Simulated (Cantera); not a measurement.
Standard-state values (1 bar) from the NASA 1993 polynomials, evaluated with Cantera. Values are per mole of reaction as written; species without (g) are pure solids or liquids, kept so even where they would boil at 1 bar.

V2O5 + 5 H2O(g) = 2 V + 5 H2O2(g), with ΔH° = 2078.1 kJ and ΔS° = 155.6 J/K at 300 K.

### Question
How far is the shortcut ΔG° ≈ ΔH°(300 K) − T·ΔS°(300 K) from the full temperature-dependent value at 1898, 1998, 2098, 2198, 2298, 2398 K?

### Answer
| T (K) | shortcut (kJ) | full (kJ) | difference (kJ) | difference in log10 K | condensed phases |
|---|---|---|---|---|---|
| 1898 | 1782.9 | 1902.8 | -119.9 | 3.30 | V2O5(l), V(s) |
| 1998 | 1767.3 | 1898.6 | -131.3 | 3.43 | V2O5(l), V(s) |
| 2098 | 1751.8 | 1894.3 | -142.6 | 3.55 | V2O5(l), V(s) |
| 2198 | 1736.2 | 1889.9 | -153.7 | 3.65 | V2O5(l), V(l) |
| 2298 | 1720.7 | 1883.5 | -162.9 | 3.70 | V2O5(l), V(l) |
| 2398 | 1705.1 | 1877.1 | -172.0 | 3.75 | V2O5(l), V(l) |
The shortcut ignores heat capacities and the phase changes listed.
